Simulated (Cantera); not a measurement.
An isothermal, constant-pressure homogeneous reactor starts with 5.56 % NH3, 94.4 % N2, at 1925 K and 0.660 bar.

Model: the gas-phase N/H chemistry of the illustrative SiF4/NH3 mechanism in the Surface Chemkin manual (1991), integrated in Cantera. Walls and surfaces, which speed up NH3 decomposition in real reactors, are not modelled.

x: mole fraction; the columns are a selection and need not sum to one.

```json
[
 {"t (s)": "5.00e-5", "x NH3": "0.0555", "x H": "2.31e-7", "x N2": "0.944", "x N2H4": "1.53e-10", "x NH2": "1.63e-5", "x N2H2": "7.14e-10", "x H2": "8.09e-6"},
 {"t (s)": "0.000273", "x NH3": "0.0555", "x H": "…", "x N2": "0.944", "x N2H4": "…", "x NH2": "…", "x N2H2": "…", "x H2": "…"},
 {"t (s)": "0.00150", "x NH3": "0.0550", "x H": "1.55e-6", "x N2": "0.944", "x N2H4": "2.82e-8", "x NH2": "0.000221", "x N2H2": "2.34e-7", "x H2": "0.000628"},
 {"t (s)": "0.00818", "x NH3": "0.0522", "x H": "6.44e-6", "x N2": "0.943", "x N2H4": "1.97e-8", "x NH2": "0.000185", "x N2H2": "2.22e-7", "x H2": "0.00465"},
 {"t (s)": "0.0447", "x NH3": "0.0393", "x H": "2.60e-5", "x N2": "0.938", "x N2H4": "8.83e-9", "x NH2": "0.000124", "x N2H2": "1.49e-7", "x H2": "0.0229"},
 {"t (s)": "0.245", "x NH3": "0.00998", "x H": "9.87e-5", "x N2": "0.925", "x N2H4": "1.06e-9", "x NH2": "4.29e-5", "x N2H2": "2.80e-8", "x H2": "0.0647"},
 {"t (s)": "1.34", "x NH3": "0.000125", "x H": "0.000314", "x N2": "0.921", "x N2H4": "1.14e-12", "x NH2": "1.41e-6", "x N2H2": "7.22e-11", "x H2": "0.0786"},
 {"t (s)": "7.31", "x NH3": "…", "x H": "0.000332", "x N2": "0.921", "x N2H4": "<1e-12", "x NH2": "…", "x N2H2": "<1e-12", "x H2": "0.0788"},
 {"t (s)": "40.0", "x NH3": "1.40e-6", "x H": "0.000332", "x N2": "0.921", "x N2H4": "<1e-12", "x NH2": "1.67e-8", "x N2H2": "<1e-12", "x H2": "0.0788"}
]
```

Problem. Complete the blanks.

Solution. 
- 0.000273, x H: 3.12e-7
- 0.000273, x N2H4: 4.37e-9
- 0.000273, x NH2: 8.72e-5
- 0.000273, x N2H2: 2.96e-8
- 0.000273, x H2: 5.01e-5
- 7.31, x NH3: 8.49e-6
- 7.31, x NH2: 1.01e-7
